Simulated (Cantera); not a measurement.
A freely propagating, adiabatic, planar premixed flame of H₂ : O₂ : N₂ = 1 : 0.312 : 1.17 (molar parts), equivalence ratio 1.6, unburnt at 700 K and 2550 Torr; multicomponent transport, grid criteria slope 0.08 and curve 0.16, no radiation.

Detailed kinetics in Cantera: the H2/O2 subset of GRI-Mech 3.0, which has no nitrogen chemistry. The hydrogen kinetics of GRI-Mech 3.0 are dated; newer H2 mechanisms differ, most at raised pressure. Burning velocities carry a grid error of a few per cent, more on coarse grids.

**Question.** Predict: laminar burning velocity; thermal thickness; peak x(HO₂); peak x(H); peak x(H₂O₂).

**Answer.** 
| Item | Result |
|---|---|
| laminar burning velocity | 1240 cm/s |
| thermal thickness | 0.0992 mm |
| peak x(HO₂) | 0.000564 |
| peak x(H) | 0.0750 |
| peak x(H₂O₂) | 2.12e-5 |
